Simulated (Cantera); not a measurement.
**Stirred combustor or abatement burner**

A perfectly stirred reactor is fed with CH4 : O2 : N2 = 1 : 1.11 : 3.11 (molar parts), at 203 Torr; it is adiabatic with a 650 K inlet, and is followed from long to short residence time, starting on the burning branch (τ in s: 0.034, 0.015, 0.0065, 0.0029, 0.0013, 0.00056, 0.00025, 0.00011, 4.8e-05, 2.1e-05).

Model: GRI-Mech 3.0 (53 species, 325 reactions), integrated in Cantera.

```json
[
 {"τ (s)": "0.034", "T (K)": "2112", "x CH4": "0.000669", "x O2": "0.000295", "x C2H6": "7.39e-8", "x H2O2": "3.27e-9", "x O": "1.40e-5", "x HCN": "0.000229"},
 {"τ (s)": "0.015", "T (K)": "2109", "x CH4": "0.00117", "x O2": "0.000619", "x C2H6": "2.44e-7", "x H2O2": "6.48e-9", "x O": "1.83e-5", "x HCN": "0.000373"},
 {"τ (s)": "0.0065", "T (K)": "2104", "x CH4": "0.00195", "x O2": "0.00132", "x C2H6": "7.54e-7", "x H2O2": "1.45e-8", "x O": "2.60e-5", "x HCN": "0.000454"},
 {"τ (s)": "0.0029", "T (K)": "2093", "x CH4": "0.00313", "x O2": "0.00274", "x C2H6": "2.16e-6", "x H2O2": "3.48e-8", "x O": "3.95e-5", "x HCN": "0.000402"},
 {"τ (s)": "0.0013", "T (K)": "2066", "x CH4": "0.00512", "x O2": "0.00587", "x C2H6": "6.62e-6", "x H2O2": "9.38e-8", "x O": "6.36e-5", "x HCN": "0.000268"},
 {"τ (s)": "0.00056", "T (K)": "1982", "x CH4": "0.0106", "x O2": "0.0155", "x C2H6": "3.61e-5", "x H2O2": "3.48e-7", "x O": "0.000104", "x HCN": "9.73e-5"},
 {"τ (s)": "0.00025", "T (K)": "650", "x CH4": "0.192", "x O2": "0.213", "x C2H6": "<1e-12", "x H2O2": "<1e-12", "x O": "<1e-12", "x HCN": "<1e-12"},
 {"τ (s)": "0.00011", "T (K)": "650", "x CH4": "0.192", "x O2": "0.213", "x C2H6": "<1e-12", "x H2O2": "<1e-12", "x O": "<1e-12", "x HCN": "<1e-12"},
 {"τ (s)": "4.8e-5", "T (K)": "650", "x CH4": "0.192", "x O2": "0.213", "x C2H6": "<1e-12", "x H2O2": "<1e-12", "x O": "<1e-12", "x HCN": "<1e-12"},
 {"τ (s)": "2.1e-5", "T (K)": "650", "x CH4": "0.192", "x O2": "0.213", "x C2H6": "<1e-12", "x H2O2": "<1e-12", "x O": "<1e-12", "x HCN": "<1e-12"}
]
```
x: mole fraction; the columns are a selection and need not sum to one.
